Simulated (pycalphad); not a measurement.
Source of the numbers: pycalphad with the COST 507 light-alloy database (1999); pressure 1 atm. These are 1990s assessments: newer ones move some temperatures and phases. Diffusion is slow at the low end, where real alloys seldom reach equilibrium.

**Question.** How does the equilibrium phase assembly of V-35.9Si (at.%) change on cooling from 2577 °C to 252 °C?

**Answer.** 
| T (°C) | phases above | phases below |
|---|---|---|
| 2007.9 | liquid | liquid + SI3V5 |
| 1917.6 | liquid + SI3V5 | SI3V5 + SIV3 |
Changes were sought between steps of 75 K, so a narrower field can be missed.

Database names, with the compositions (at.%) that they take in these runs: SI3V5: V 62 Si 37; SIV3: V 75 Si 25.
